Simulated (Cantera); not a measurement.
# Ignition delay

Mixture: 7.49 % CH4, 11.5 % O2, 77.2 % N2, 3.82 % H2O, equivalence ratio 1.3, at 970000 Pa, adiabatic and at constant volume. Ignition delay is the time to a rise of 400 K.

Computed with Cantera and GRI-Mech 3.0 (53 species, 325 reactions).

```csv
T0 (K),delay (ms)
1225,6.87
1275,3.92
1325,2.28
1375,1.35
1425,0.809
1475,0.489
1525,0.298
1575,0.184
```

```
Item                                                     Value
--------------------------------------------------  ----------
apparent activation energy between 1475 and 1575 K  190 kJ/mol
```
